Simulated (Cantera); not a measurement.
Feed: 1 mol Si3N4, 3.2 mol CO2, 97 mol N2, at 1.90 mbar.

Method: chemical equilibrium by Gibbs-energy minimisation in Cantera with the NASA 1993 tables (ideal gas, pure condensed phases). Candidate condensed phases: C, Si, SiC, SiO2, Si2N2O, Si3N4; 34 gas species. Mutual solubility and eutectic melting of coexisting phases are not modelled. The tables hold silica as quartz up to 1696 K and as liquid above; real silica turns to tridymite and cristobalite and melts near 1996 K. Rates play no part.

Problem. Which condensed phases are stable at each of these points (T (K)): 1298, 1348, 1398, 1448, 1498, 1548, 1598, 1648, 1698, 1748, 1798, 1848?

Solution. 
| T (K) | condensed phases | Si condensed (%) |
|---|---|---|
| 1298 | SiO2(β-quartz) + Si2N2O(s) | 99.9 |
| 1348 | SiO2(β-quartz) + Si2N2O(s) | 99.7 |
| 1398 | SiO2(β-quartz) + Si2N2O(s) | 98.3 |
| 1448 | SiO2(β-quartz) + Si2N2O(s) | 92.4 |
| 1498 | SiO2(β-quartz) + Si2N2O(s) | 69.0 |
| 1548 | SiO2(β-quartz) | 6.7 |
| 1598 | SiO2(β-quartz) | 6.6 |
| 1648 | SiO2(β-quartz) | 6.6 |
| 1698 | SiO2(condensed) | 6.5 |
| 1748 | SiO2(condensed) | 6.2 |
| 1798 | SiO2(condensed) | 5.5 |
| 1848 | SiO2(condensed) | 3.9 |

From 1298 K to 1498 K the condensed part is SiO2(β-quartz) + Si2N2O(s). From 1548 K to 1648 K the condensed part is SiO2(β-quartz). From 1698 K to 1848 K the condensed part is SiO2(condensed).
